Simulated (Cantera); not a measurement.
# Transport properties of process gases

Gas mixture: C3H8 : CH4 = 0.58 : 0.74 (molar parts), at 950 Pa, frozen composition.

Cantera's kinetic-theory transport with the Lennard-Jones parameters of GRI-Mech 3.0, ideal gas; thermal conductivity in the mixture-averaged form.

```csv
T (K),ρ (kg/m³),cp (J/kg/K),μ (µPa s),λ (mW/m/K),Pr,D (cm²/s) NO,D (cm²/s) H,D (cm²/s) CH4
400,0.00810,2258,12.4,40.7,0.691,27.8,155,22.8
500,0.00648,2660,15.0,57.0,0.700,41.2,232,34.2
600,0.00540,3034,17.3,74.5,0.706,56.5,320,47.3
700,0.00463,3370,19.5,92.6,0.710,73.6,418,62.0
800,0.00405,3663,21.5,111,0.711,92.4,526,78.1
900,0.00360,3921,23.5,129,0.711,113,643,95.7
```
D: mixture-averaged diffusion coefficient of that species in the mixture.
